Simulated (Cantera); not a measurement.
A closed system holds: 1 mol PH₃, 0.72 mol O₂, 1.4 mol H₂, equilibrated at 0.00280 bar.

Equilibrium computed with Cantera from the NASA thermochemical tables; the gas is ideal and each condensed phase is pure. Candidate condensed phases: H₂O, P, P₄O₁₀; 17 gas species. Gases not in the tables: HPO₂, HPO₃ and P₄O₆. Equilibrium is a limit: real reactors are often held back by kinetics, nucleation or transport.

x: gas mole fraction; nothing condenses.

| T (K) | x H | x H₂ | x PO | x H₂O | x O | x PO₂ | x OH | x P |
|---|---|---|---|---|---|---|---|---|
| 2373 | 0.187 | 0.504 | 0.197 | 0.0717 | 0.00118 | 0.0296 | 0.00473 | 0.00287 |
| 2423 | 0.230 | 0.470 | 0.193 | 0.0674 | 0.00203 | 0.0283 | 0.00623 | 0.00309 |
| 2473 | 0.277 | 0.431 | 0.188 | 0.0622 | 0.00340 | 0.0269 | 0.00802 | 0.00330 |
| 2523 | [?] | [?] | 0.182 | [?] | [?] | 0.0253 | [?] | 0.00354 |
| 2573 | 0.381 | 0.345 | 0.176 | 0.0489 | 0.00872 | 0.0233 | 0.0121 | 0.00381 |
| 2623 | 0.436 | 0.300 | 0.169 | 0.0408 | 0.0132 | 0.0210 | 0.0141 | 0.00418 |
| 2673 | 0.490 | 0.256 | 0.163 | 0.0324 | 0.0190 | 0.0184 | 0.0155 | 0.00471 |
| 2723 | 0.541 | 0.214 | 0.157 | 0.0243 | 0.0259 | 0.0155 | 0.0161 | 0.00548 |
| 2773 | 0.587 | [?] | 0.151 | [?] | [?] | [?] | 0.0159 | [?] |
| 2823 | 0.628 | 0.140 | 0.145 | 0.0115 | 0.0415 | 0.00982 | 0.0148 | 0.00821 |
| 2873 | 0.661 | 0.111 | 0.139 | 0.00741 | 0.0492 | 0.00748 | 0.0132 | 0.0104 |

Problem. Some entries are withheld; supply them.

Solution. 
- 2523, x H: 0.328
- 2523, x H₂: 0.389
- 2523, x H₂O: 0.0560
- 2523, x O: 0.00554
- 2523, x OH: 0.0100
- 2773, x H₂: 0.175
- 2773, x H₂O: 0.0172
- 2773, x O: 0.0336
- 2773, x PO₂: 0.0125
- 2773, x P: 0.00660
